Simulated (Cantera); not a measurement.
**Adiabatic ignition**

An adiabatic, constant-volume homogeneous reactor starts with CO : H₂ : O₂ : N₂ = 1 : 0.95 : 1.17 : 14.1 (molar parts), at 1323 K and 1.01 bar.

Computed with Cantera and GRI-Mech 3.0 (53 species, 325 reactions).

```
t (s)     T (K)  P (bar)     x CO      x H₂    x O₂    x N₂O       x O
--------  -----  -------  -------  --------  ------  -------  --------
6.00e-6    1323     1.01   0.0581    0.0552  0.0679   <1e-12   9.34e-9
1.98e-5    1323     1.01   0.0581    0.0552  0.0679   <1e-12   2.50e-7
6.52e-5    1363     1.04   0.0560    0.0322  0.0558  1.49e-8   0.00378
0.000215   1972     1.46   0.0216   0.00531  0.0225  2.17e-7   0.00606
0.000709   2210     1.61   0.0113   0.00219  0.0170  3.28e-7   0.00165
0.00234    2298     1.67  0.00553  0.000978  0.0142  3.16e-7  0.000591
0.00770    2309     1.67  0.00466  0.000819  0.0136  2.96e-7  0.000475
0.0254     2307     1.67  0.00466  0.000821  0.0132  2.94e-7  0.000461
0.0837     2303     1.67  0.00467  0.000826  0.0124  2.94e-7  0.000437
0.276      2300     1.67  0.00468  0.000829  0.0120  2.95e-7  0.000424
0.910      2300     1.67  0.00468  0.000829  0.0120  2.95e-7  0.000424
3.00       2300     1.67  0.00468  0.000829  0.0120  2.95e-7  0.000424
```
x: mole fraction; the columns are a selection and need not sum to one.

```yaml
time_of_steepest_temperature_rise: 72.6 µs
temperature at 3.00 s: 2300 K
equilibrium_temperature: 2300 K
x(CO) at 3.00 s: 0.00468 (gas-phase equilibrium 0.00468)
x(H₂) at 3.00 s: 0.000829 (gas-phase equilibrium 0.000829)
x(O₂) at 3.00 s: 0.0120 (gas-phase equilibrium 0.0120)
```
